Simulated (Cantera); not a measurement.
A perfectly stirred reactor is fed with N2O : N2 = 5.4 : 1.6 (molar parts), at 0.0270 bar; it is held at 1525 K, and followed from long to short residence time.

Computed with Cantera and GRI-Mech 3.0 (53 species, 325 reactions). GRI-Mech 3.0 was tuned for natural gas; its chemistry of N2O as a main component is partial and can be far from experiment. Radical loss at walls, strong at low pressure, is not modelled. The temperature is held fixed by assumption; the heat of reaction is taken as removed at once.

x: mole fraction; the columns are a selection and need not sum to one.

```tsv
τ (s)	x N2O	x N2	x O	x NO	x O2	x NO2
4.0	0.0633	0.616	8.63e-5	0.130	0.191	___
1.6	0.139	0.574	8.89e-5	0.118	0.169	___
0.61	0.281	0.496	9.00e-5	0.0918	0.131	___
0.24	0.457	0.400	9.05e-5	0.0590	0.0838	___
0.093	0.609	0.317	9.06e-5	0.0305	0.0432	___
0.036	0.699	0.268	9.05e-5	0.0135	0.0192	___
0.014	0.742	0.245	9.01e-5	0.00556	0.00787	___
0.0055	0.760	0.235	8.90e-5	0.00221	0.00313	___
0.0022	0.767	0.231	8.63e-5	0.000866	0.00123	___
0.00085	0.770	0.230	8.01e-5	0.000311	0.000441	___
0.00033	0.771	0.229	6.75e-5	0.000102	0.000145	3.48e-10
```

Task: Complete the blanks.

Result: 
- 4.0, x NO2: 3.85e-5
- 1.6, x NO2: 3.27e-5
- 0.61, x NO2: 2.28e-5
- 0.24, x NO2: 1.25e-5
- 0.093, x NO2: 5.30e-6
- 0.036, x NO2: 1.83e-6
- 0.014, x NO2: 5.18e-7
- 0.0055, x NO2: 1.17e-7
- 0.0022, x NO2: 2.19e-8
- 0.00085, x NO2: 3.12e-9
